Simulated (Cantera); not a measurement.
A perfectly stirred reactor is fed with H2 : O2 = 0.2 : 1 (molar parts), equivalence ratio 0.10, at 10.00 Torr; it is held at 1050 K, and followed from long to short residence time.

Computed with Cantera and the H2/O2 subset of GRI-Mech 3.0, which has no nitrogen chemistry. Radical loss at walls, strong at low pressure, is not modelled. The temperature is held fixed by assumption; the heat of reaction is taken as removed at once.

Problem. Predict: x(H2) at τ = 21.0 s; x(O2) at τ = 21.0 s; x(OH) at τ = 21.0 s; x(O) at τ = 21.0 s; x(H2O2) at τ = 21.0 s; x(H2) at τ = 0.100 s; x(O2) at τ = 0.100 s; x(OH) at τ = 0.100 s; x(O) at τ = 0.100 s; x(H2O2) at τ = 0.100 s.

Solution. 
```
Quantity                  Result
----------------------  --------
x(H2) at τ = 21.0 s     0.000129
x(O2) at τ = 21.0 s        0.818
x(OH) at τ = 21.0 s     0.000336
x(O) at τ = 21.0 s      0.000234
x(H2O2) at τ = 21.0 s    1.92e-7
x(H2) at τ = 0.100 s     0.00334
x(O2) at τ = 0.100 s       0.810
x(OH) at τ = 0.100 s     0.00219
x(O) at τ = 0.100 s      0.00704
x(H2O2) at τ = 0.100 s   4.30e-7
```
